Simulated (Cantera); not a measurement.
A closed system holds: 1 mol PbO, 1.8 mol CH₄, 0.34 mol CO, equilibrated at 1998.15 K and 0.150 bar.

Equilibrium computed with Cantera from the NASA thermochemical tables; the gas is ideal and each condensed phase is pure. Candidate condensed phases: C, C₆H₆, C₇H₈, C₈H₁₈, H₂O, Pb, PbO, PbO₂, Pb₃O₄; 113 gas species. Equilibrium is a limit: real reactors are often held back by kinetics, nucleation or transport.

Base state: H₂ 0.603, CO 0.225, Pb 0.168, H 0.00322, C₂H₂ (acetylene) 0.000458, CH₄ 2.33e-5, Pb₂ 2.07e-5 (mole fractions); condensed: C(graphite).

Task: What changes in the equilibrium state with this change: pressure from 0.150 bar to 3.40 bar?

Result: 
| species | before | after |
|---|---|---|
| H₂ | 0.603 | 0.605 |
| CO | 0.225 | 0.226 |
| Pb | 0.168 | 0.168 |
| H | 0.00322 | 0.000677 |
| CH₄ | 2.33e-5 | 0.000530 |
| H₂O | 2.41e-6 | 5.48e-5 |
| Pb₂ | 2.07e-5 | 0.000466 |
| CH₃ | 2.46e-6 | 1.18e-5 |
| C₂H₂ (acetylene) | 0.000458 | 0.000459 |
| C(graphite), mol | 0.794 | 0.792 |

Task: What changes in the equilibrium state with this change: PbO replaced by SiO₂?

Result: 
```csv
species,before,after
H₂,0.603,0.603
CO,0.225,0.292
SiO,0,0.101
Pb,0.168,0
Si,0,9.43e-5
SiH₂,0,2.10e-5
"C(graphite), mol",0.794,0
"SiC(s), mol",0,0.400
```
Gases not in the tables: Si₂H₆ and higher silanes. Further candidate phases: Si, SiC, SiO₂.

Task: What changes in the equilibrium state with this change: pressure from 0.150 bar to 0.0100 bar?

Result: 
```json
[
 {"species": "H₂", "before": "0.603", "after": "0.596"},
 {"species": "CO", "before": "0.225", "after": "0.224"},
 {"species": "Pb", "before": "0.168", "after": "0.167"},
 {"species": "H", "before": "0.00322", "after": "0.0124"},
 {"species": "CH₄", "before": "2.33e-5", "after": "1.51e-6"},
 {"species": "Pb₂", "before": "2.07e-5", "after": "1.37e-6"},
 {"species": "C₂H₂ (acetylene)", "before": "0.000458", "after": "0.000452"},
 {"species": "C(graphite), mol", "before": "0.794", "after": "0.795"}
]
```
